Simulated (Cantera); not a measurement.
Input: 1 mol Si, 1.6 mol SF6, 37 mol N2, equilibrated at 277 °C and 0.00133 bar.

Cantera equilibrium calculation (NASA polynomials, part measured and part estimated; ideal gas, pure solids and liquids). Candidate condensed phases: S, Si, Si3N4; 29 gas species. The tables' values for S2F2 (SSF2) are old estimates; treat these amounts as uncertain. Equilibrium is a limit: real reactors are often held back by kinetics, nucleation or transport.

Base state: N2 0.942, SiF4 0.0255, SF6 0.0158, S2F2 (SSF2) 0.00866, SF4 0.00763 (mole fractions); condensed: gas only.

**Question.** What changes in the equilibrium state with this change: temperature from 277 °C to 952 °C?

**Answer.** 
| species | before | after |
|---|---|---|
| N2 | 0.942 | 0.933 |
| SF4 | 0.00763 | 0.0281 |
| SiF4 | 0.0255 | 0.0252 |
| SF6 | 0.0158 | 4.68e-5 |
| F | <1e-9 | 0.00110 |
| SF2 | 9.79e-7 | 0.00908 |
| SF3 | 6.15e-7 | 0.00310 |
The tables' values for SF3, S2F2 (SSF2) are old estimates; treat these amounts as uncertain.

**Question.** What changes in the equilibrium state with this change: SF6 from 1.6 to 2.3 mol?

**Answer.** 
```json
[
 {"species": "N2", "before": "0.942", "after": "0.925"},
 {"species": "SF6", "before": "0.0158", "after": "0.0308"},
 {"species": "SiF4", "before": "0.0255", "after": "0.0250"},
 {"species": "SF4", "before": "0.00763", "after": "0.0111"},
 {"species": "S2F2 (SSF2)", "before": "0.00866", "after": "0.00777"}
]
```
